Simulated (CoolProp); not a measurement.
Dodecamethylpentasiloxane (MD3M) at several states: density (kg/m³) from the reference equation and from simpler models built on Tc = 628.0 K, pc = 9.540 bar, ω = 0.730; each cubic takes its own stable root.

Model: reference Helmholtz-energy equation of state, Thol 2019, in CoolProp.

```
T (K)  p (bar)   phase  reference
-----  -------  ------  ---------
610.5    0.636     gas      4.961
456.8     3.19  liquid      710.5
461.7    0.706  liquid      703.8
590.2    0.128     gas      1.010
```

**Question.** How far does each simpler model (van der Waals, Redlich-Kwong, Soave-Redlich-Kwong, Peng-Robinson) lie from the reference over these 4 states: mean and median of the absolute difference, and the worst?

**Answer.** 
- van der Waals: mean 36.1 %, median 22.6 %, worst -98.9 % at 461.7 K and 0.706 bar
- Redlich-Kwong: mean 29.8 %, median 10.2 %, worst -98.9 % at 461.7 K and 0.706 bar
- Soave-Redlich-Kwong: mean 5.6 %, median 5.7 %, worst -11.2 % at 461.7 K and 0.706 bar
- Peng-Robinson: mean 0.2 %, median 0.2 %, worst +0.3 % at 456.8 K and 3.19 bar

At some of these states van der Waals, Redlich-Kwong gives the other phase, because its saturation line lies elsewhere.
